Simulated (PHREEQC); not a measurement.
Consider water at 25 °C with 0.55 mol/kgw NaH2PO4. Closed to the air; pH follows from the charge balance.

Model: ion-association model, phreeqc.dat, run in PHREEQC.

Precipitation was switched off in this run.

Problem. What pH, specific conductance does the model give?

Solution. pH 4.28; specific conductance 31500 µS/cm.

Species that the database lacks are ignored.
